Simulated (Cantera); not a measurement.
Charge: 1 mol TEOS, 15 mol H₂O, held at 615 Torr.

These are equilibrium values from Cantera (NASA tables, ideal gas, pure condensed phases), not measurements of a reactor. Candidate condensed phases: C, C₆H₆, C₇H₈, C₈H₁₈, H₂O, Si, SiC, SiO₂; 123 gas species. The feed counts by its element totals alone. Equilibrium is a limit: real reactors are often held back by kinetics, nucleation or transport.

x: gas mole fraction; n: condensed amount in mol.

```tsv
T (K)	x H₂	x H₂O	x CH₄	x CO	x CO₂	x C₂H₆	x HCHO (formaldehyde)	n SiO₂(α-quartz)	n SiO₂(β-quartz)
623	0.0864	0.549	0.251	0.000831	0.112	…	4.60e-11	1.00	0
648	0.115	0.526	0.240	0.00162	0.117	…	1.17e-10	1.00	0
673	0.150	0.499	0.226	0.00302	0.123	9.12e-7	2.74e-10	1.00	0
698	0.188	0.468	0.210	0.00540	0.129	9.82e-7	6.01e-10	1.00	0
723	0.230	0.434	0.192	0.00930	0.134	1.02e-6	1.23e-9	1.00	0
748	0.275	0.399	0.172	0.0154	0.139	1.02e-6	2.37e-9	1.00	0
773	0.321	0.364	0.150	0.0243	0.141	9.63e-7	4.28e-9	1.00	0
798	0.367	0.329	0.127	0.0366	0.140	…	7.21e-9	1.00	0
823	0.412	0.296	0.103	0.0526	0.137	…	1.13e-8	1.00	0
848	0.453	0.266	0.0796	0.0716	0.130	…	1.66e-8	0	1.00
873	0.489	0.241	0.0574	0.0920	0.121	…	2.26e-8	0	1.00
898	0.518	0.221	0.0383	0.112	0.111	…	2.84e-8	0	1.00
923	0.539	0.208	0.0235	0.129	0.101	…	3.34e-8	0	1.00
948	0.551	0.200	0.0133	0.142	0.0933	…	3.70e-8	0	1.00
```

Q: Some entries are withheld; supply them.

A: 
- 623, x C₂H₆: 7.18e-7
- 648, x C₂H₆: 8.21e-7
- 798, x C₂H₆: 8.56e-7
- 823, x C₂H₆: 7.00e-7
- 848, x C₂H₆: 5.16e-7
- 873, x C₂H₆: 3.33e-7
- 898, x C₂H₆: 1.85e-7
- 923, x C₂H₆: 8.67e-8
- 948, x C₂H₆: 3.50e-8
